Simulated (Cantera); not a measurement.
A closed system holds: 1 mol SiCl4, a varied amount of H2, equilibrated at 1550 K and 10000 Pa.

Equilibrium computed with Cantera from the NASA thermochemical tables; the gas is ideal and each condensed phase is pure. Candidate condensed phases: Si; 19 gas species. The tables' values for SiCl3 are old estimates; treat these amounts as uncertain. The numbers say what is thermodynamically allowed, not how fast it happens.

x: gas mole fraction; n: condensed amount in mol.

| n(H2) (mol) | x H2 | x HCl | x SiCl2 | x SiCl3 | x H | x SiHCl3 | x SiH2Cl2 | n Si(s) |
|---|---|---|---|---|---|---|---|---|
| 73 | 0.953 | 0.0410 | 0.00588 | 0.000143 | 9.72e-5 | 2.75e-5 | 1.28e-5 | 0.544 |
| 140 | 0.974 | 0.0241 | 0.00198 | 2.80e-5 | 9.83e-5 | 5.45e-6 | 4.42e-6 | 0.712 |
| 210 | 0.982 | 0.0169 | 0.000968 | 9.52e-6 | 9.87e-5 | 1.87e-6 | 2.17e-6 | 0.791 |
| 280 | 0.986 | [?] | [?] | 4.33e-6 | 9.89e-5 | [?] | [?] | 0.835 |
| 350 | 0.989 | 0.0106 | 0.000378 | 2.33e-6 | 9.90e-5 | 4.57e-7 | 8.56e-7 | 0.864 |
| 420 | 0.991 | 0.00893 | 0.000268 | 1.39e-6 | 9.91e-5 | 2.74e-7 | 6.09e-7 | 0.884 |
| 490 | 0.992 | [?] | [?] | 8.97e-7 | 9.92e-5 | [?] | [?] | 0.899 |
| 560 | 0.993 | 0.00680 | 0.000155 | 6.12e-7 | 9.92e-5 | 1.21e-7 | 3.53e-7 | 0.910 |
| 630 | 0.994 | 0.00608 | 0.000124 | 4.36e-7 | 9.93e-5 | 8.59e-8 | 2.82e-7 | 0.919 |
| 700 | 0.994 | 0.00549 | 0.000101 | 3.22e-7 | 9.93e-5 | 6.34e-8 | 2.30e-7 | 0.926 |
| 770 | 0.995 | 0.00501 | 8.41e-5 | 2.44e-7 | 9.93e-5 | 4.81e-8 | 1.91e-7 | 0.932 |

Some entries are withheld; supply them.


- 280, x HCl: 0.0130
- 280, x SiCl2: 0.000573
- 280, x SiHCl3: 8.50e-7
- 280, x SiH2Cl2: 1.29e-6
- 490, x HCl: 0.00772
- 490, x SiCl2: 0.000200
- 490, x SiHCl3: 1.77e-7
- 490, x SiH2Cl2: 4.55e-7
